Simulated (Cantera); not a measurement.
Charge: 1 mol ZrO2, 1400 mol H2, 37 mol N2, held at 1725 °C and 0.0750 Torr.

Cantera equilibrium calculation (NASA polynomials, part measured and part estimated; ideal gas, pure solids and liquids). Equilibrium is a limit: real reactors are often held back by kinetics, nucleation or transport.

```json
[
 {"species": "H2", "before": "0.830", "after": "0.912"},
 {"species": "H", "before": "0.146", "after": "0.0626"},
 {"species": "N2", "before": "0.0239", "after": "0.0249"},
 {"species": "ZrO", "before": "2.10e-5", "after": "2.28e-6"},
 {"species": "H2O", "before": "2.07e-5", "after": "5.94e-6"},
 {"species": "ZrO2(tetragonal), mol", "before": "0.967", "after": "0.994"},
 {"species": "ZrN(s), mol", "before": "0", "after": "0.00273"}
]
```
Gas species are given as mole fractions.

What was changed between the two runs?
A) temperature from 1725 °C to 1602 °C
B) temperature from 1725 °C to 1375 °C
C) temperature from 1725 °C to 1150 °C
D) temperature from 1725 °C to 1775 °C

A, temperature from 1725 °C to 1602 °C. Mutual solubility and eutectic melting of coexisting phases are not modelled. ZrN: taken at fixed stoichiometry. Condensed phases not in the tables: solid solutions among these carbides, nitrides and lower oxides
